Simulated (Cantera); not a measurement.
A Cantera script and its output.

```python
import numpy as np
import cantera as ct

gas = ct.Solution("gri30.yaml")
gas.TPX = 575, 13332, {'CH4': 1, 'O2': 1.54, 'N2': 6.62}
flame = ct.FreeFlame(gas, width=0.16)
flame.set_refine_criteria(ratio=3, slope=0.08, curve=0.16)
flame.transport_model = "unity-Lewis-number"
flame.solve(loglevel=0, auto=True)
z, T = flame.grid, flame.T
thick = (T[-1] - T[0]) / np.gradient(T, z).max()
show = ['CH4', 'O2', 'H2O2', 'H', 'CO', 'O']
print(f"laminar burning velocity  {flame.velocity[0] * 100:.3f} cm/s")
print(f"burnt temperature         {T[-1]:.1f} K")
print(f"thermal thickness         {thick * 1e3:.4f} mm")
print(f"grid points               {len(z)}")
z0 = z[flame.heat_release_rate.argmax()]
print(f"{'z/mm':>9s}{'T/K':>9s}{'u/(m/s)':>9s}" + "".join(f"{s:>11s}" for s in show))
rows = []
for k in (-3, -2, -1.5, -1, -0.5, -0.25, 0, 0.25, 0.5, 1, 2, 4, 8):
    zz = z0 + k * thick
    rows.append([k * thick, np.interp(zz, z, T), np.interp(zz, z, flame.velocity),
                 *(np.interp(zz, z, flame.X[gas.species_index(s)]) for s in show)])
    print(f"{rows[-1][0] * 1e3:9.3f}{rows[-1][1]:9.1f}{rows[-1][2]:9.3f}" + "".join(f"{x:11.3e}" for x in rows[-1][3:]))
```

Result:

```
laminar burning velocity  68.574 cm/s
burnt temperature         2091.2 K
thermal thickness         3.2923 mm
grid points               136
     z/mm      T/K  u/(m/s)        CH4         O2       H2O2          H         CO          O
   -9.877    575.5    0.686  1.091e-01  1.681e-01  1.593e-09  2.379e-13  2.576e-05  2.294e-14
   -6.585    582.3    0.695  1.086e-01  1.674e-01  2.138e-08  8.101e-11  3.476e-04  1.017e-11
   -4.938    604.0    0.721  1.068e-01  1.651e-01  8.426e-08  3.388e-09  1.388e-03  3.109e-10
   -3.292    711.2    0.853  9.782e-02  1.536e-01  3.834e-07  4.019e-07  6.610e-03  2.472e-08
   -1.646   1114.1    1.362  6.207e-02  1.076e-01  1.380e-06  4.104e-05  2.748e-02  4.334e-06
   -0.823   1468.8    1.831  2.945e-02  6.453e-02  1.227e-06  7.143e-04  4.695e-02  7.204e-05
    0.000   1792.9    2.277  4.470e-03  2.341e-02  2.386e-07  6.453e-03  6.324e-02  6.198e-04
    0.823   1898.2    2.421  1.440e-04  7.041e-03  3.250e-08  1.487e-02  6.278e-02  1.656e-03
    1.646   1913.9    2.440  2.410e-06  3.966e-03  2.992e-08  1.761e-02  5.866e-02  1.993e-03
    3.292   1927.1    2.455  3.069e-09  3.134e-03  2.758e-08  1.780e-02  5.575e-02  1.897e-03
    6.585   1945.2    2.475  4.666e-13  2.728e-03  2.423e-08  1.648e-02  5.515e-02  1.668e-03
   13.169   1972.8    2.504  6.573e-16  2.216e-03  1.970e-08  1.419e-02  5.525e-02  1.332e-03
   26.338   2009.2    2.543  6.959e-16  1.560e-03  1.440e-08  1.119e-02  5.541e-02  9.140e-04
```

Cantera simulation using GRI-Mech 3.0 (53 species, 325 reactions); the numbers are that mechanism's predictions, not measurements. Unity Lewis numbers drop preferential diffusion, which matters most where H2 and H carry the flame. Burning velocities carry a grid error of a few per cent, more on coarse grids.
